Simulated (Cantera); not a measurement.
Feed: 1 mol SiH2Cl2, a varied amount of H2O, 0.11 mol H2, at 1025 K and 1330 Pa.

Cantera equilibrium calculation (NASA polynomials, part measured and part estimated; ideal gas, pure solids and liquids). Candidate condensed phases: H2O, Si, SiO2; 30 gas species. Mutual solubility and eutectic melting of coexisting phases are not modelled. Rates play no part.

Question: Which condensed phases are stable at each of these points (n(H2O) (mol)): 1, 1.3, 1.5, 1.9, 2.3, 2.9, 3.5, 4.3, 5.3, 6.5, 8, 9.8?

Answer: 
| n(H2O) (mol) | condensed phases | Si condensed (%) |
|---|---|---|
| 1 | Si(s) + SiO2(β-quartz) | 50.3 |
| 1.3 | SiO2(β-quartz) | 65.0 |
| 1.5 | SiO2(β-quartz) | 75.0 |
| 1.9 | SiO2(β-quartz) | 95.0 |
| 2.3 | SiO2(β-quartz) | 100.0 |
| 2.9 | SiO2(β-quartz) | 100.0 |
| 3.5 | SiO2(β-quartz) | 100.0 |
| 4.3 | SiO2(β-quartz) | 100.0 |
| 5.3 | SiO2(β-quartz) | 100.0 |
| 6.5 | SiO2(β-quartz) | 100.0 |
| 8 | SiO2(β-quartz) | 100.0 |
| 9.8 | SiO2(β-quartz) | 100.0 |

At 1 mol H2O the condensed part is Si(s) + SiO2(β-quartz). From 1.3 mol H2O to 9.8 mol H2O the condensed part is SiO2(β-quartz).
